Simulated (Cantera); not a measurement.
**Hydrocarbon pyrolysis for carbon deposition**

A perfectly stirred reactor is fed with 1.27 % C2H6, 98.7 % N2, at 0.220 bar; it is held at 1550 K, and followed from long to short residence time.

Detailed kinetics in Cantera: GRI-Mech 3.0 (53 species, 325 reactions). GRI-Mech 3.0 stops at C3 and has no aromatics, soot or wall deposition, so with more carbon than oxygen in the feed, carbon stays in small species such as C2H2 where larger ones or solid carbon would form.

```
τ (s)     x C2H6       x H    x CH2     x CH3    x HCN
------  --------  --------  -------  --------  -------
3.8      4.89e-6   2.10e-5  2.91e-8   3.61e-5  3.75e-6
1.6      9.86e-6   2.67e-5  5.19e-8   5.09e-5  3.68e-6
0.70     1.89e-5   3.41e-5  9.02e-8   7.02e-5  3.64e-6
0.30     3.66e-5   4.36e-5  1.57e-7   9.73e-5  3.53e-6
0.13     7.04e-5   5.46e-5  2.66e-7  0.000135  3.31e-6
0.054   0.000142   6.74e-5  4.51e-7  0.000191  2.95e-6
0.023   0.000283   8.02e-5  7.31e-7  0.000271  2.51e-6
0.010   0.000565   9.17e-5  1.13e-6  0.000382  2.05e-6
0.0043   0.00115  0.000100  1.69e-6  0.000545  1.61e-6
```
x: mole fraction; the columns are a selection and need not sum to one.
